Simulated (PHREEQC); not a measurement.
Consider water at 20 °C with 0.0086 mol HF, 0.0007 mol (CH3)4NF, 0.0015 mol H2SiF6 and 0.0054 mol HCl per kg of water. Closed to the air; pH follows from the charge balance.

Computed with PHREEQC (ion-association model, wateq4f.dat).

This is a speciation only: nothing precipitates in the calculation.

**Question.** Order these F species by the share of F that they hold, largest first: F-, HF2-, H2F2, SiF6-2, HF.

**Answer.** SiF6-2 (49 %), HF (44 %), F- (4.6 %), H2F2 (2.2 %), HF2- (0.27 %)

The pH is 2.11 and the ionic strength 0.0108 mol/kgw. (CH3)4N+ isn't in the database: it is added as a free cation with an ion size of 4 Å. SiF6-2 is the database's only silicon fluoride.
